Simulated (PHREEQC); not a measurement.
0.093 g of hydrous ferric oxide (600 m²/g; 0.2 weak and 0.005 strong sites per Fe, Dzombak-Morel constants, diffuse double layer) in 1 kg of water with 0.3 mol/kgw of an inert sodium salt and 2.4e-05 mol NaH2PO4 and 5.6e-07 mol Na2SeO4, at 25 °C; the pH is set by adding NaOH or the inert anion's acid. O2 is buffered at 0.21 atm. No CO2 enters from the air. Precipitation was switched off in this run.

Base run: PHREEQC, ion-association model, wateq4f.dat. Each further column changes one thing. The table gives P sorbed (%).

```
pH   base  no electrostatic term (-no_edl)  background salt from 0.3 to 0.03 mol/kgw  oxide from 0.093 to 0.46 g/kgw
---  ----  -------------------------------  ----------------------------------------  ------------------------------
3    99.7                             78.0                                     100.0                           100.0
4    99.8                             79.5                                     100.0                           100.0
4.5  99.9                             79.9                                     100.0                           100.0
5.5  99.9                             83.3                                     100.0                           100.0
6.5  99.8                             91.3                                      99.9                           100.0
7.5  96.7                             92.9                                      98.5                            99.7
8    85.8                             91.5                                      91.5                            98.5
9    28.3                             82.8                                      30.7                            69.4
```

H3PO4, which wateq4f.dat lacks, is added to it with the constant of phreeqc.dat. The oxide is taken as insoluble; below pH 4 it would dissolve.
